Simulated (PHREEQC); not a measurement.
A solution holds 51 mmol/kgw H2SO4, 0.0061 mmol/kgw H4SiO4 and 87 mmol/kgw KH2PO4, at 60 °C. Closed to the air; pH follows from the charge balance.

Model: ion-association model, wateq4f.dat, run in PHREEQC.

The pH comes out as 1.87. The ionic strength is 0.117 mol/kgw. The total alkalinity is -102 meq/kg.

```csv
species,molality,activity,log γ
K+,0.0810,0.0599,-0.131
H3PO4,0.0594,0.0610,0.012
H2PO4-,0.0276,0.0212,-0.115
HSO4-,0.0259,0.0195,-0.123
SO4-2,0.0191,0.00632,-0.479
H+,0.0167,0.0135,-0.092
KSO4-,0.00599,0.00459,-0.115
H4SiO4,6.10e-6,6.27e-6,0.012
HPO4-2,3.46e-7,1.16e-7,-0.475
KHPO4-,1.77e-8,1.36e-8,-0.115
```

No solid was allowed to form. Complexes and solids missing from the database can't appear. H3PO4, which wateq4f.dat lacks, is added to it with the constant of phreeqc.dat. At this temperature some constants are extrapolated from 25 °C, and those without enthalpy data are left unchanged.
